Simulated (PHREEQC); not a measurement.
PHREEQC input (ion-association model, wateq4f.dat):

```
SOLUTION_MASTER_SPECIES
  An  An-  0  An  62.0  # stands for a non-complexing anion
SOLUTION_SPECIES
  An- = An-
    -log_k 0
    -gamma 3.0 0
PHASES
  Fix_H+
    H+ = H+
    -log_k 0
SOLUTION 1
  temp 25
  units mmol/kgw
  pH 7 charge
  As(5) 0.015
  Na 5.0378
  S(6) 0.0039
  Cl 1.34
  Zn 0.67
  An 5
END
SELECTED_OUTPUT 1
  -reset false
  -pH true
  -pe true
  -ionic_strength true
  -water true
  -totals As Cl Na S Zn As(3) As(5) S(-2) S(6)
  -molalities Hfo_wOH Hfo_wOH2+ Hfo_wO- Hfo_sOH Hfo_sOH2+ Hfo_sO- Hfo_sOZn+ Hfo_wOZn+ Hfo_wH2AsO4 Hfo_wHAsO4-
    Hfo_wOHAsO4-3 Hfo_wSO4- Hfo_wOHSO4-2
  -saturation_indices Zn(OH)2-e Zn4(OH)6SO4 Zn5(OH)8Cl2 Zn3(AsO4)2:2.5w Halite Mirabilite Goslarite
USER_PUNCH 1
  -headings sigma psi
  10 PUNCH EDL("sigma", "Hfo"), EDL("psi", "Hfo")
PRINT
  -reset false
USE solution 1
SURFACE 1
  Hfo_wOH 0.000382022 600 0.17
  Hfo_sOH 9.55056e-06
EQUILIBRIUM_PHASES 1
  Fix_H+ -4 HAn 10
    -force_equality true
  O2(g) -0.68 10
END
# ... the last block is repeated for the other 12 points of pH, with NaOH or the acid as the point needs
```

Selected output (columns that matter, 13 of 13 rows; pH added in front):

```
pH	mu	As	Na	S	Zn	m_Hfo_wOH	si_Zn(OH)2-e	si_Zn4(OH)6SO4	si_Zn5(OH)8Cl2	si_Halite	si_Mirabilite	si_Goslarite	sigma	psi
4	0.0072482	1.7128e-11	0.0050378	2.2345e-09	0.00066986	0.00014584	-6.824	-26.542	-28.946	-6.8312	-12.406	-10.211	0.18148	0.18465
4.67	0.0071222	2.0547e-11	0.0050378	1.2456e-08	0.00066816	0.00020017	-5.4841	-21.773	-23.585	-6.8306	-11.655	-9.4611	0.1139	0.16122
5.33	0.0070585	2.886e-11	0.0050378	9.4141e-08	0.0006613	0.00023553	-4.168	-16.949	-18.325	-6.8302	-10.775	-8.5854	0.066887	0.13428
6	0.0069813	4.2183e-11	0.0050378	7.0514e-07	0.00064206	0.00024939	-2.8405	-12.102	-13.027	-6.8298	-9.8989	-7.7217	0.038212	0.10635
6.67	0.0068877	1.3056e-11	0.0051843	1.6132e-06	0.00056463	0.00020281	-1.557	-7.9448	-7.9487	-6.8169	-9.5098	-7.4145	0.030261	0.095163
7.33	0.0068081	2.5212e-12	0.0053422	2.3097e-06	0.00049158	9.4575e-05	-0.3045	-4.0945	-3.0057	-6.8035	-9.3232	-7.3217	0.030645	0.096064
8	0.0067197	1.4997e-12	0.0055051	3.2771e-06	0.00045765	2.8607e-05	0.9438	-0.2845	1.8958	-6.7902	-9.1398	-7.2566	0.029699	0.094849
8.67	0.0064755	3.3738e-12	0.0060073	3.7935e-06	0.00045287	1.1044e-05	1.8218	1.9651	4.947	-6.751	-8.9851	-7.6409	0.022376	0.082104
9.33	0.0063818	3.8095e-11	0.0063229	3.8926e-06	0.00045798	8.8047e-06	2.0291	1.4922	4.665	-6.7278	-8.9223	-8.7358	0.010669	0.050143
10	0.0064751	7.5763e-10	0.0064646	3.8996e-06	0.00046241	8.6611e-06	2.0464	0.2214	3.4112	-6.7185	-8.9034	-10.058	0.0021637	0.011676
10.67	0.006933	1.9308e-08	0.0069308	3.9e-06	0.00046682	9.1096e-06	2.0034	-1.2955	1.8539	-6.6905	-8.8502	-11.446	-0.005728	-0.028625
11.33	0.0089583	7.8561e-07	0.008955	3.9e-06	0.00047666	1.1136e-05	1.8283	-3.3362	-0.3511	-6.5885	-8.6572	-12.962	-0.020955	-0.071524
12	0.01854	1.2634e-05	0.018462	3.9e-06	0.00052217	1.8373e-05	1.3801	-6.5387	-3.9642	-6.3059	-8.131	-14.821	-0.077778	-0.11748
```

Along this series the solution becomes supersaturated in solids that the run did not let form, among them Zn(OH)2-e, Zn4(OH)6SO4, Zn5(OH)8Cl2. The database has no arsenate complexes of Zn.
